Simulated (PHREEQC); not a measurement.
Synthetic water in mg/L, 25 °C, pH 2.57, pe 8.2:

| constituent | mg/L |
|---|---|
| Na | 153 |
| K | 5.99 |
| Ca | 323 |
| Mg | 15.8 |
| Cl | 242 |
| S(6) as SO4 | 1060 |
| B | 0.0413 |
| O(0) (dissolved oxygen) | 8.32 |
| Al | 0.269 |
| N(5) as NO3 | 26.1 |
| Pb | 13.6 |

Valence states are taken as typed.

All values are PHREEQC results (ion-association model, phreeqc.dat), not measurements.

This is a speciation only: nothing precipitates in the calculation.

Question: Order these Al species by the share of Al that they hold, largest first: Al+3, Al(SO4)2-, AlSO4+.

Answer: AlSO4+ (73 %), Al+3 (19 %), Al(SO4)2- (8.6 %)

The pH is 2.57 and the ionic strength 0.0371 mol/kgw. Examples of supersaturated solids here: Anglesite. Others may be too.
